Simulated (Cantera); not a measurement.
Charge: 1 mol Ti, 1.5 mol H2O, 3.8 mol CO, at 1650 °C and 74.0 mbar.

These are equilibrium values from Cantera (NASA tables, ideal gas, pure condensed phases), not measurements of a reactor. Candidate condensed phases: C, C6H6, C7H8, C8H18, H2O, Ti, TiC, TiO, TiO2, Ti2O3, Ti3O5, Ti4O7; 113 gas species. Mutual solubility and eutectic melting of coexisting phases are not modelled. TiC: taken at fixed stoichiometry. Equilibrium is a limit: real reactors are often held back by kinetics, nucleation or transport.

Base state: CO 0.716, H2 0.282, H 0.00184, H2O 9.17e-5, CO2 5.42e-5 (mole fractions); condensed: TiC(s) + Ti2O3(s).

**Question.** What changes in the equilibrium state with this change: temperature from 1650 °C to 1127 °C?

**Answer.** 
```tsv
species	before	after
CO	0.716	0.714
H2	0.282	0.286
CO2	5.42e-5	6.89e-5
H	0.00184	9.57e-6
CH4	8.11e-8	2.46e-5
H2O	9.17e-5	6.01e-5
TiC(s), mol	0.000307	0.0627
Ti2O3(s), mol	0.500	0
Ti3O5(s), mol	0	0.312
```

**Question.** What changes in the equilibrium state with this change: Ti replaced by Pb?

**Answer.** 
```csv
species,before,after
CO,0.716,0.486
Pb,0,0.158
H2O,9.17e-5,0.121
H2,0.282,0.117
CO2,5.42e-5,0.117
PbO,0,0.000551
Pb2,0,1.05e-5
OH,5.15e-8,0.000105
H,0.00184,0.00118
"TiC(s), mol",0.000307,0
"Ti2O3(s), mol",0.500,0
```
Further candidate phases: Pb, PbO, PbO2, Pb3O4.

**Question.** What changes in the equilibrium state with this change: H2O from 1.5 to 0.11 mol?

**Answer.** 
| species | before | after |
|---|---|---|
| CO | 0.716 | 0.967 |
| H2 | 0.282 | 0.0325 |
| H | 0.00184 | 0.000624 |
| H2O | 9.17e-5 | 1.19e-5 |
| CO2 | 5.42e-5 | 8.26e-5 |
| TiC(s), mol | 0.000307 | 0.556 |
| Ti2O3(s), mol | 0.500 | 0.222 |
